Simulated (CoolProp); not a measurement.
Model: reference Helmholtz-energy equation of state, Rui 2013, in CoolProp.

Q: Give the vapour pressure (MPa), enthalpy of vaporisation (kJ/kg), vapour Z of saturated R236EA at 61.55, 81.35, 101.05 °C.

A: 
| T (°C) | p (MPa) | enthalpy of vaporisation (kJ/kg) | vapour Z |
|---|---|---|---|
| 61.55 | 0.628 | 134 | 0.843 |
| 81.35 | 1.03 | 119 | 0.776 |
| 101.05 | 1.61 | 101 | 0.691 |
